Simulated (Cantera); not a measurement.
**Stirred combustor or abatement burner**

A perfectly stirred reactor is fed with CH4 : CO : O2 : N2 = 1 : 1.1 : 4.9 : 18.4 (molar parts), at 0.430 bar; it is adiabatic with a 523 K inlet, and is followed from long to short residence time, starting on the burning branch (τ in s: 0.063, 0.028, 0.013, 0.0057, 0.0026, 0.0011, 0.00051, 0.00023, 0.0001, 4.6e-05, 2.1e-05).

Computed with Cantera and GRI-Mech 3.0 (53 species, 325 reactions).

```csv
τ (s),T (K),x CH4,x CO,x O2,x NO2,x H2,x CH2,x OH
0.063,1740,1.18e-5,0.00158,0.0945,1.21e-8,0.000304,5.01e-8,0.00209
0.028,1725,1.95e-5,0.00260,0.0947,7.70e-9,0.000495,8.83e-8,0.00261
0.013,1702,3.20e-5,0.00410,0.0950,5.10e-9,0.000767,1.45e-7,0.00312
0.0057,1667,5.64e-5,0.00653,0.0957,3.52e-9,0.00118,2.33e-7,0.00363
0.0026,1619,0.000103,0.0100,0.0971,2.58e-9,0.00168,3.55e-7,0.00396
0.0011,1544,0.000232,0.0165,0.100,1.71e-9,0.00232,5.68e-7,0.00394
0.00051,1441,0.000649,0.0279,0.107,8.74e-10,0.00304,1.01e-6,0.00328
0.00023,523,0.0394,0.0433,0.193,<1e-12,<1e-12,<1e-12,<1e-12
0.00010,523,0.0394,0.0433,0.193,<1e-12,<1e-12,<1e-12,<1e-12
4.6e-5,523,0.0394,0.0433,0.193,<1e-12,<1e-12,<1e-12,<1e-12
2.1e-5,523,0.0394,0.0433,0.193,<1e-12,<1e-12,<1e-12,<1e-12
```
x: mole fraction; the columns are a selection and need not sum to one.
